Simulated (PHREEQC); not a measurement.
Consider water at 35 °C with 0.0063 mol CuCl2, 7.8e-05 mol HCl and 0.1 mol H3BO3 per kg of water. Closed to the air; pH follows from the charge balance.

The numbers come from PHREEQC with the ion-association model, phreeqc.dat.

| Property | Value |
|---|---|
| pH | 4.14 |
| ionic strength | 0.0186 mol/kgw |
| specific conductance | 1790 µS/cm |
| total alkalinity | -0.0780 meq/kg |

| species | molality | activity | log γ |
|---|---|---|---|
| H3BO3 | 0.100 | 0.100 | 0.002 |
| Cl- | 0.0125 | 0.0109 | -0.061 |
| Cu+2 | 0.00610 | 0.00365 | -0.223 |
| CuCl+ | 0.000197 | 0.000171 | -0.060 |
| H+ | 8.07e-5 | 7.19e-5 | -0.050 |
| CuCl2 | 1.10e-6 | 1.11e-6 | 0.002 |

Precipitation was switched off in this run.
